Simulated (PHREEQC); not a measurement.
A solution holds 0.021 mol/kgw TMAH, 2.7e-05 mol/kgw H4SiO4 and 0.046 mol/kgw (CH3)4NCl, at 20 °C and 300 atm. Closed to the air; pH follows from the charge balance.

The numbers come from PHREEQC with the ion-association model, phreeqc.dat.

Precipitation was switched off in this run.

Order these Si species by the share of Si that they hold, largest first: H4SiO4, H2SiO4-2, H3SiO4-.

H3SiO4- (81 %), H2SiO4-2 (19 %), H4SiO4 (0.20 %)

The pH is 12.28 and the ionic strength 0.0670 mol/kgw. Complexes and solids missing from the database can't appear. Under pressure, the constants of complexes without a molar volume in the database are unreliable. (CH3)4N+ isn't in the database: it is added as a free cation with an ion size of 4 Å.
